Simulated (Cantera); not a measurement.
**Formation from one mole of O₂**

Cantera with NASA thermochemical tables; ideal gases at 1 bar, condensed phases pure. Values are per mole of reaction as written; species without (g) are pure solids or liquids, kept so even where they would boil at 1 bar.

2 Ti + O₂(g) ⇌ 2 TiO(g)

| T (K) | ΔH° (kJ) | ΔS° (J/K) | ΔG° (kJ) | log10 K |
|---|---|---|---|---|
| 373 | 107.7 | 197.0 | 34.2 | -4.79 |
| 398 | 107.3 | 196.0 | 29.3 | -3.84 |
| 423 | 106.9 | 195.1 | 24.4 | -3.01 |
| 448 | 106.5 | 194.2 | 19.5 | -2.28 |
| 473 | 106.1 | 193.4 | 14.7 | -1.62 |
| 498 | 105.8 | 192.6 | 9.8 | -1.03 |
| 523 | 105.4 | 191.8 | 5.0 | -0.50 |
| 548 | 105.0 | 191.1 | 0.3 | -0.02 |

0.6667 Cr + O₂(g) ⇌ 0.6667 CrO₃(g)

| T (K) | ΔH° (kJ) | ΔS° (J/K) | ΔG° (kJ) | log10 K |
|---|---|---|---|---|
| 373 | -195.7 | -44.8 | -179.0 | 25.07 |
| 398 | -195.8 | -45.2 | -177.9 | 23.34 |
| 423 | -195.9 | -45.4 | -176.7 | 21.82 |
| 448 | -196.0 | -45.6 | -175.6 | 20.47 |
| 473 | -196.1 | -45.8 | -174.5 | 19.27 |
| 498 | -196.2 | -46.0 | -173.3 | 18.18 |
| 523 | -196.3 | -46.1 | -172.2 | 17.19 |
| 548 | -196.3 | -46.2 | -171.0 | 16.30 |

2 Pb + O₂(g) ⇌ 2 PbO(g)

| T (K) | ΔH° (kJ) | ΔS° (J/K) | ΔG° (kJ) | log10 K |
|---|---|---|---|---|
| 373 | 139.3 | 141.4 | 86.5 | -12.12 |
| 398 | 138.8 | 140.3 | 83.0 | -10.89 |
| 423 | 138.4 | 139.2 | 79.5 | -9.82 |
| 448 | 138.0 | 138.2 | 76.0 | -8.87 |
| 473 | 137.5 | 137.2 | 72.6 | -8.02 |
| 498 | 137.1 | 136.3 | 69.2 | -7.26 |
| 523 | 136.6 | 135.4 | 65.8 | -6.57 |
| 548 | 136.1 | 134.5 | 62.4 | -5.95 |

1.333 B + O₂(g) ⇌ 0.6667 B₂O₃(g)

| T (K) | ΔH° (kJ) | ΔS° (J/K) | ΔG° (kJ) | log10 K |
|---|---|---|---|---|
| 373 | -557.3 | -23.8 | -548.5 | 76.80 |
| 398 | -557.4 | -23.9 | -547.9 | 71.90 |
| 423 | -557.4 | -23.9 | -547.3 | 67.58 |
| 448 | -557.4 | -24.0 | -546.7 | 63.74 |
| 473 | -557.5 | -24.1 | -546.1 | 60.30 |
| 498 | -557.5 | -24.3 | -545.5 | 57.21 |
| 523 | -557.6 | -24.4 | -544.9 | 54.42 |
| 548 | -557.7 | -24.5 | -544.2 | 51.88 |
